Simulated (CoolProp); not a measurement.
Properties of nitrogen along the isobar 3830 kPa (Tc = 126.2 K, pc = 3396 kPa, ω = 0.037).

The numbers come from the reference Helmholtz-energy equation of state, Span 2000 in CoolProp.

| T (K) | phase | Joule-Thomson coefficient (K/MPa) | viscosity (µPa s) |
|---|---|---|---|
| 101.9 | liquid | -0.1078 | 77.9 |
| 134.7 | supercritical | 8.005 | 12.7 |
| 167.5 | supercritical | 5.666 | 12.7 |
| 200.3 | supercritical | 4.093 | 14.1 |
| 233 | supercritical | 3.086 | 15.5 |
| 265.8 | supercritical | 2.381 | 17.0 |
| 298.6 | supercritical | 1.859 | 18.4 |
| 331.4 | supercritical | 1.456 | 19.8 |
| 364.2 | supercritical | 1.136 | 21.2 |
| 397 | supercritical | 0.8750 | 22.5 |
| 429.7 | supercritical | 0.6595 | 23.8 |

Viscosity comes from a separate model (Lemmon 2004).
